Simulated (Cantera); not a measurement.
# Equilibrium for silicon epitaxy and polysilicon growth: SiCl₄ + Cl₂ + N₂

A closed system holds: 1 mol SiCl₄, 0.0043 mol Cl₂, 48 mol N₂, held at 1473.15 K and 110 Pa.

Method: chemical equilibrium by Gibbs-energy minimisation in Cantera with the NASA 1993 tables (ideal gas, pure condensed phases). Candidate condensed phases: Si, Si₃N₄; 13 gas species. The tables' values for SiCl₃ are old estimates; treat these amounts as uncertain. Rates play no part.

```json
{
 "x(N₂)": "0.974",
 "x(SiCl₄)": "0.0162",
 "x(Cl)": "0.00568",
 "x(SiCl₃)": "0.00263",
 "x(SiCl₂)": "0.00145",
 "x(Cl₂)": "1.50e-5",
 "gas_amount": "49.28 mol",
 "log10 activity of Si(s) (absent)": "-5.86"
}
```
